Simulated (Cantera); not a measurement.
# Equilibrium for hydrogen reduction and annealing atmospheres: NiS + H2 + N2

Feed: 1 mol NiS, a varied amount of H2, 1.9 mol N2, held at 1777 °C and 410 Pa.

Method: chemical equilibrium by Gibbs-energy minimisation in Cantera with the NASA 1993 tables (ideal gas, pure condensed phases). Candidate condensed phases: Ni, NiS, NiS2, Ni3S2, Ni3S4, S; 17 gas species. Kinetics and transport are ignored.

From 2.3 mol H2 to 6.6 mol H2 the condensed part is Ni(l). From 7.9 mol H2 to 9.3 mol H2 nothing is condensed. The main Ni-bearing gas is Ni throughout.

| n(H2) (mol) | x H2 | x N2 | x Ni | x S2 | x H | x S | x NiS | x SH | n Ni(l) |
|---|---|---|---|---|---|---|---|---|---|
| 2.3 | 0.415 | 0.361 | 0.0822 | 0.0701 | 0.0228 | 0.0181 | 0.0142 | 0.0136 | 0.492 |
| 2.8 | 0.458 | 0.326 | 0.0822 | 0.0620 | 0.0240 | 0.0170 | 0.0134 | 0.0134 | 0.443 |
| 3.3 | 0.494 | 0.298 | 0.0822 | 0.0554 | 0.0249 | 0.0161 | 0.0126 | 0.0132 | 0.394 |
| 3.9 | 0.530 | 0.269 | 0.0822 | 0.0490 | 0.0258 | 0.0151 | 0.0119 | 0.0128 | 0.336 |
| 4.7 | 0.568 | 0.239 | 0.0822 | 0.0423 | 0.0267 | 0.0141 | 0.0110 | 0.0123 | 0.259 |
| 5.6 | 0.603 | 0.212 | 0.0822 | 0.0364 | 0.0275 | 0.0131 | 0.0102 | 0.0118 | 0.173 |
| 6.6 | 0.633 | 0.189 | 0.0822 | 0.0314 | 0.0282 | 0.0121 | 0.00951 | 0.0112 | 0.0769 |
| 7.9 | 0.666 | 0.166 | 0.0788 | 0.0267 | 0.0289 | 0.0112 | 0.00841 | 0.0106 | 0 |
| 9.3 | 0.698 | 0.147 | 0.0706 | 0.0232 | 0.0296 | 0.0104 | 0.00702 | 0.0101 | 0 |
x: gas mole fraction; n: condensed amount in mol.
